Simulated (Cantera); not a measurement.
A Cantera script and its output.

```python
import numpy as np
import cantera as ct

gas = ct.Solution("gri30.yaml")
gas.TPX = 1450, 480000, {'CO': 0.0012, 'O2': 0.0045, 'H2O': 0.0032, 'N2': 1}
inlet = ct.Reservoir(gas, clone=True)

reactor = ct.IdealGasConstPressureReactor(gas, energy="off", clone=False)
exhaust = ct.Reservoir(gas, clone=True)
tau = [2.5, 0.86, 0.29, 0.098, 0.033, 0.011, 0.0038, 0.0013, 0.00043][0]
for a, b in ((inlet, reactor), (reactor, exhaust)):
    ct.MassFlowController(a, b, mdot=lambda t: reactor.mass / tau)
net = ct.ReactorNet([reactor])
show = ['CO', 'O2', 'H2O', 'NO', 'O', 'H']

rows = []
print(f"{'tau/s':>10s}{'T/K':>9s}" + "".join(f"{s:>11s}" for s in show))
for tau in [2.5, 0.86, 0.29, 0.098, 0.033, 0.011, 0.0038, 0.0013, 0.00043]:
    net.initial_time = 0.0
    net.advance(30 * tau)
    before = gas.X
    net.advance(40 * tau)
    drift = np.max(np.abs(gas.X - before) / (gas.X + 1e-9))
    rows.append([gas.T, *gas[show].X, drift])
    print(f"{tau:10.3e}{gas.T:9.1f}" + "".join(f"{x:11.3e}" for x in gas[show].X))
```

It prints:

```
     tau/s      T/K         CO         O2        H2O         NO          O          H
 2.500e+00   1450.0  5.209e-06  3.868e-03  3.170e-03  2.896e-07  5.507e-07  2.172e-08
 8.600e-01   1450.0  1.121e-05  3.871e-03  3.169e-03  3.076e-07  1.006e-06  5.418e-08
 2.900e-01   1450.0  2.430e-05  3.876e-03  3.167e-03  3.377e-07  1.887e-06  1.396e-07
 9.800e-02   1450.0  5.204e-05  3.888e-03  3.163e-03  3.542e-07  3.569e-06  3.605e-07
 3.300e-02   1450.0  1.094e-04  3.914e-03  3.159e-03  3.198e-07  6.755e-06  9.185e-07
 1.100e-02   1450.0  2.222e-04  3.967e-03  3.152e-03  2.272e-07  1.253e-05  2.235e-06
 3.800e-03   1450.0  4.107e-04  4.058e-03  3.142e-03  1.256e-07  2.114e-05  4.683e-06
 1.300e-03   1450.0  6.806e-04  4.189e-03  3.134e-03  4.875e-08  3.033e-05  7.730e-06
 4.300e-04   1450.0  9.717e-04  4.334e-03  3.137e-03  8.759e-09  2.980e-05  7.659e-06
```

Computed with Cantera and GRI-Mech 3.0 (53 species, 325 reactions).
